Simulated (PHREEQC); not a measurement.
2.2 g of hydrous ferric oxide (600 m²/g; 0.2 weak and 0.005 strong sites per Fe, Dzombak-Morel constants, diffuse double layer) in 1 kg of water with 0.001 mol/kgw of an inert sodium salt and 3.6e-05 mol Na2SO4, at 25 °C; the pH is set by adding NaOH or the inert anion's acid. Oxygen is held at 0.21 atm. The system is closed to CO2. No solid was allowed to form.

The series has 13 steps of pH, from 4 to 12.

All values are PHREEQC results (ion-association model, wateq4f.dat), not measurements.

### Question
Near which pH is half of the S sorbed, and on which side is more sorbed?

### Answer
Near pH 7.2, with more sorbed at lower pH.
